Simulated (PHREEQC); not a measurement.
Make-up at 25 °C: 0.00042 mol K2CO3 and 0.00028 mol Fe(NO3)3 per kg of water. Closed to the air; pH follows from the charge balance.

Computed with PHREEQC (ion-association model, phreeqc.dat).

```
Item                       Result
----------------  ---------------
pH                           6.37
ionic strength    0.00106 mol/kgw
total alkalinity     0.280 meq/kg
```

```json
[
 {"species": "K+", "molality": "0.000840", "activity": "0.000810", "log γ": "-0.016"},
 {"species": "NO3-", "molality": "0.000840", "activity": "0.000809", "log γ": "-0.016"},
 {"species": "HCO3-", "molality": "0.000218", "activity": "0.000210", "log γ": "-0.016"},
 {"species": "Fe(OH)2+", "molality": "0.000217", "activity": "0.000209", "log γ": "-0.016"},
 {"species": "CO2", "molality": "0.000202", "activity": "0.000202", "log γ": "0.000"},
 {"species": "Fe(OH)3", "molality": "6.28e-5", "activity": "6.28e-5", "log γ": "0.000"},
 {"species": "H+", "molality": "4.44e-7", "activity": "4.29e-7", "log γ": "-0.015"},
 {"species": "FeOH+2", "molality": "3.13e-7", "activity": "2.71e-7", "log γ": "-0.063"},
 {"species": "Fe(OH)4-", "molality": "1.39e-7", "activity": "1.33e-7", "log γ": "-0.016"},
 {"species": "CO3-2", "molality": "2.65e-8", "activity": "2.30e-8", "log γ": "-0.063"},
 {"species": "OH-", "molality": "2.45e-8", "activity": "2.36e-8", "log γ": "-0.016"}
]
```

This is a speciation only: nothing precipitates in the calculation. Saturation is exceeded, for instance for Fe(OH)3(a), Hematite (slow to form); the values hold only as long as no solid forms. Species that the database lacks are ignored.
